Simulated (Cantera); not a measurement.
# Tantalum, niobium, vanadium and zirconium in process gases: Ta(OEt)₅ + CH₄ + H₂

A closed system holds: 1 mol Ta(OEt)₅, 2 mol CH₄, 320 mol H₂, equilibrated at 2.70 Pa.

Equilibrium computed with Cantera from the NASA thermochemical tables; the gas is ideal and each condensed phase is pure. Candidate condensed phases: C, C₆H₆, C₇H₈, C₈H₁₈, H₂O, Ta, TaC, Ta₂O₅; 113 gas species. The feed counts by its element totals alone. TaC: taken at fixed stoichiometry. Condensed phases not in the tables: Ta₂C. Rates play no part.

From 2300 K to 2350 K the condensed part is C(graphite) + TaC(s). From 2400 K to 2800 K the condensed part is TaC(s).

| T (K) | x H | x H₂ | x CO | x C | x C₃ | x C₂H₂ (acetylene) | x C₂ | x C₂H | n C(graphite) | n TaC(s) |
|---|---|---|---|---|---|---|---|---|---|---|
| 2300 | 0.803 | 0.186 | 0.00875 | 0.000310 | 0.000619 | 0.000804 | 5.50e-5 | 0.000157 | 3.59 | 1.000 |
| 2350 | 0.860 | 0.128 | 0.00831 | 0.000687 | 0.00153 | 0.000708 | 0.000137 | 0.000243 | 1.50 | 1.000 |
| 2400 | 0.901 | 0.0866 | 0.00799 | 0.00124 | 0.00216 | 0.000428 | 0.000233 | 0.000256 | 0 | 1.000 |
| 2450 | 0.930 | 0.0578 | 0.00777 | 0.00190 | 0.00201 | 0.000196 | 0.000294 | 0.000203 | 0 | 1.000 |
| 2500 | 0.949 | 0.0385 | 0.00762 | 0.00280 | 0.00172 | 8.57e-5 | 0.000349 | 0.000152 | 0 | 1.000 |
| 2550 | 0.961 | 0.0256 | 0.00752 | 0.00392 | 0.00135 | 3.59e-5 | 0.000386 | 0.000107 | 0 | 1.000 |
| 2600 | 0.969 | 0.0172 | 0.00745 | 0.00520 | 0.000932 | 1.41e-5 | 0.000389 | 6.99e-5 | 0 | 0.999 |
| 2650 | 0.974 | 0.0116 | 0.00741 | 0.00644 | 0.000553 | 5.10e-6 | 0.000351 | 4.13e-5 | 0 | 0.997 |
| 2700 | 0.977 | 0.00798 | 0.00737 | 0.00743 | 0.000276 | 1.68e-6 | 0.000279 | 2.19e-5 | 0 | 0.991 |
| 2750 | 0.979 | 0.00553 | 0.00735 | 0.00808 | 0.000120 | 5.19e-7 | 0.000202 | 1.07e-5 | 0 | 0.970 |
| 2800 | 0.980 | 0.00387 | 0.00734 | 0.00852 | 4.97e-5 | 1.57e-7 | 0.000139 | 5.02e-6 | 0 | 0.898 |
x: gas mole fraction; n: condensed amount in mol.
